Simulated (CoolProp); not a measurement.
Vapour-liquid equilibrium of toluene (1) + p-xylene (2) at 467.3 K; x and y are mole fractions of (1).

Values from CoolProp's multi-fluid Helmholtz-energy mixture model, Lemmon 2006 and Zhou 2012; pair parameters Bell 2016.

Problem. Give the bubble pressure and the first vapour's composition at x = 0.2, 0.5, 0.65. Is there an azeotrope?

Solution. x = 0.2: 4.280 bar, y = 0.298; x = 0.5: 5.203 bar, y = 0.628; x = 0.65: 5.667 bar, y = 0.756. No azeotrope shows between x = 0.05 and 0.95.

Pair parameters are fitted to limited data, so mixtures are less certain than the pure fluids.
